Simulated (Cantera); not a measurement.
A perfectly stirred reactor is fed with CH4 : N2 = 1 : 1.3 (molar parts), at 6.38 Torr; it is held at 1800 K, and followed from long to short residence time.

Model: GRI-Mech 3.0 (53 species, 325 reactions), integrated in Cantera. GRI-Mech 3.0 stops at C3 and has no aromatics, soot or wall deposition, so with more carbon than oxygen in the feed, carbon stays in small species such as C2H2 where larger ones or solid carbon would form. Radical loss at walls, strong at low pressure, is not modelled.

Question: What does this change do: temperature 1800 to 1975 K?

Answer: 
```tsv
quantity	before	after
x(CH4) at τ = 2.40 s	0.0263	0.00732
x(CH3) at τ = 2.40 s	0.00130	0.00113
x(H2) at τ = 2.40 s	0.425	0.443
x(H) at τ = 2.40 s	0.00106	0.00350
x(C2H2) at τ = 2.40 s	0.142	0.148
x(CH4) at τ = 40.0 ms	0.244	0.110
x(CH3) at τ = 40.0 ms	0.00650	0.00818
x(H2) at τ = 40.0 ms	0.188	0.330
x(H) at τ = 40.0 ms	0.000290	0.00134
x(C2H2) at τ = 40.0 ms	0.0546	0.106
```

Question: What does this change do: CH4 1 to 4 parts?

Answer: 
```
quantity                  before     after
----------------------  --------  --------
x(CH4) at τ = 2.40 s      0.0263    0.0343
x(CH3) at τ = 2.40 s     0.00130   0.00163
x(H2) at τ = 2.40 s        0.425     0.613
x(H) at τ = 2.40 s       0.00106   0.00146
x(C2H2) at τ = 2.40 s      0.142     0.204
x(CH4) at τ = 40.0 ms      0.244     0.328
x(CH3) at τ = 40.0 ms    0.00650   0.00920
x(H2) at τ = 40.0 ms       0.188     0.353
x(H) at τ = 40.0 ms     0.000290  0.000547
x(C2H2) at τ = 40.0 ms    0.0546     0.107
```
